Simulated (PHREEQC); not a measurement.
Metal-bearing waste water

A solution holds 0.0016 mol MnSO4, 0.00019 mol MgSO4 and 0.0001 mol HCl per kg of water, at 25 °C. Closed to the air; pH follows from the charge balance.

The numbers come from PHREEQC with the ion-association model, phreeqc.dat.

```yaml
pH: 4.08
ionic_strength: 0.00632 mol/kgw
specific_conductance: 403 µS/cm
total_alkalinity: -0.100 meq/kg
```

```json
[
 {"species": "SO4-2", "molality": "0.00155", "activity": "0.00111", "log γ": "-0.144"},
 {"species": "Mn+2", "molality": "0.00140", "activity": "0.00101", "log γ": "-0.140"},
 {"species": "MnSO4", "molality": "0.000200", "activity": "0.000201", "log γ": "0.001"},
 {"species": "Mg+2", "molality": "0.000160", "activity": "0.000116", "log γ": "-0.141"},
 {"species": "Cl-", "molality": "9.96e-5", "activity": "9.15e-5", "log γ": "-0.037"},
 {"species": "H+", "molality": "9.02e-5", "activity": "8.36e-5", "log γ": "-0.033"},
 {"species": "MgSO4", "molality": "3.01e-5", "activity": "3.02e-5", "log γ": "0.001"},
 {"species": "HSO4-", "molality": "9.84e-6", "activity": "9.05e-6", "log γ": "-0.037"},
 {"species": "MnCl+", "molality": "4.10e-7", "activity": "3.78e-7", "log γ": "-0.036"}
]
```

Precipitation was switched off in this run. Species that the database lacks are ignored.
